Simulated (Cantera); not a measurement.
An adiabatic, constant-pressure homogeneous reactor starts with CH4 : O2 : N2 = 1 : 1.54 : 5.78 (molar parts), at 998 K and 760 Torr. Integrator tolerance rtol = 1e-08.

Cantera simulation using GRI-Mech 3.0 (53 species, 325 reactions); the numbers are that mechanism's predictions, not measurements. Below about 1000 K GRI-Mech 3.0 lacks low-temperature oxidation paths.

### Question
What does this change do: constant volume in place of constant pressure?

### Answer
```json
[
 {"quantity": "time of steepest temperature rise", "before": "1.31 s", "after": "1.27 s"},
 {"quantity": "temperature at 9.00 s", "before": "2516 K", "after": "2784 K"},
 {"quantity": "equilibrium temperature", "before": "2516 K", "after": "2784 K"},
 {"quantity": "x(CH4) at 9.00 s", "before": "<1e-12 (gas-phase equilibrium <1e-12)", "after": "<1e-12 (gas-phase equilibrium <1e-12)"},
 {"quantity": "x(O2) at 9.00 s", "before": "0.000800 (gas-phase equilibrium 0.000800)", "after": "0.00230 (gas-phase equilibrium 0.00230)"},
 {"quantity": "x(O) at 9.00 s", "before": "0.000443 (gas-phase equilibrium 0.000443)", "after": "0.00141 (gas-phase equilibrium 0.00141)"},
 {"quantity": "x(NO2) at 9.00 s", "before": "7.23e-8 (gas-phase equilibrium 7.23e-8)", "after": "4.24e-7 (gas-phase equilibrium 4.24e-7)"},
 {"quantity": "x(HCN) at 9.00 s", "before": "5.20e-9 (gas-phase equilibrium 5.20e-9)", "after": "1.81e-8 (gas-phase equilibrium 1.81e-8)"}
]
```

### Question
What does this change do: initial temperature 998 to 1300 K?

### Answer
```csv
quantity,before,after
time of steepest temperature rise,1.31 s,13.4 ms
temperature at 9.00 s,2516 K,2669 K
equilibrium temperature,2516 K,2669 K
x(CH4) at 9.00 s,<1e-12 (gas-phase equilibrium <1e-12),<1e-12 (gas-phase equilibrium <1e-12)
x(O2) at 9.00 s,0.000800 (gas-phase equilibrium 0.000800),0.00260 (gas-phase equilibrium 0.00260)
x(O) at 9.00 s,0.000443 (gas-phase equilibrium 0.000443),0.00161 (gas-phase equilibrium 0.00161)
x(NO2) at 9.00 s,7.23e-8 (gas-phase equilibrium 7.23e-8),2.58e-7 (gas-phase equilibrium 2.58e-7)
x(HCN) at 9.00 s,5.20e-9 (gas-phase equilibrium 5.20e-9),6.14e-9 (gas-phase equilibrium 6.14e-9)
```
